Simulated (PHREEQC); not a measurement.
Brackish or sea water

A made-up water analysis in mmol/kgw, 25 °C, pH 5.69:

| constituent | mmol/kgw |
|---|---|
| Na | 97.6 |
| K | 0.841 |
| Ca | 0.385 |
| Mg | 0.995 |
| Cl | 98.1 |
| S(6) | 3.94 |
| Alkalinity (meq/kgw) | 0.114 |
| Br | 0.0301 |

Valence states are taken as typed.

All values are PHREEQC results (Pitzer model, pitzer.dat), not measurements.

- ionic strength = 0.109 mol/kgw
- specific conductance = 10800 µS/cm
- density = 1.001 g/cm³
- osmotic coefficient = 0.924
- charge-balance error = -2.4 %

```json
[
 {"species": "Cl-", "molality": "0.0981", "activity": "0.0747", "log γ": "-0.118"},
 {"species": "Na+", "molality": "0.0976", "activity": "0.0761", "log γ": "-0.108"},
 {"species": "SO4-2", "molality": "0.00394", "activity": "0.00116", "log γ": "-0.531"},
 {"species": "Mg+2", "molality": "0.000995", "activity": "0.000356", "log γ": "-0.446"},
 {"species": "K+", "molality": "0.000841", "activity": "0.000645", "log γ": "-0.115"},
 {"species": "CO2", "molality": "0.000451", "activity": "0.000459", "log γ": "0.007"},
 {"species": "Ca+2", "molality": "0.000385", "activity": "0.000130", "log γ": "-0.471"},
 {"species": "HCO3-", "molality": "0.000117", "activity": "0.000102", "log γ": "-0.059"},
 {"species": "Br-", "molality": "3.01e-5", "activity": "2.30e-5", "log γ": "-0.116"},
 {"species": "H+", "molality": "2.56e-6", "activity": "2.04e-6", "log γ": "-0.097"}
]
```

Precipitation was switched off in this run. Species that the database lacks are ignored.
